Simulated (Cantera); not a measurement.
Charge: 1 mol Mg(OH)2, 0.007 mol C, 2.9 mol H2O, 0.47 mol CO2, equilibrated at 5600 Pa.

Equilibrium computed with Cantera from the NASA thermochemical tables; the gas is ideal and each condensed phase is pure. Candidate condensed phases: C, C6H6, C7H8, C8H18, H2O, Mg, MgCO3, MgO, Mg(OH)2; 116 gas species. Rates play no part.

### Question
At 1373 K, list the 4 most abundant gas species with their mole fractions, and the condensed phases.

### Answer
H2O 0.888, CO2 0.108, H2 0.00256, CO 0.000642. Condensed: MgO(s).
